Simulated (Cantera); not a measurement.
An adiabatic, constant-pressure homogeneous reactor starts with CH₄ : O₂ : N₂ = 1 : 1.18 : 4.42 (molar parts), equivalence ratio 1.7, at 1498 K and 39000 Pa.

Computed with Cantera and GRI-Mech 3.0 (53 species, 325 reactions).

Question: Predict: time of steepest temperature rise; temperature at 0.700 s; equilibrium temperature; x(O₂) at 0.700 s; x(CH₂O) at 0.700 s; x(NO) at 0.700 s.

Answer: 
```
Quantity                                                              Result
---------------------------------  -----------------------------------------
time of steepest temperature rise                                    3.04 ms
temperature at 0.700 s                                                2592 K
equilibrium temperature                                               2592 K
x(O₂) at 0.700 s                   0.000433 (gas-phase equilibrium 0.000433)
x(CH₂O) at 0.700 s                   1.79e-9 (gas-phase equilibrium 1.79e-9)
x(NO) at 0.700 s                     0.00106 (gas-phase equilibrium 0.00106)
```
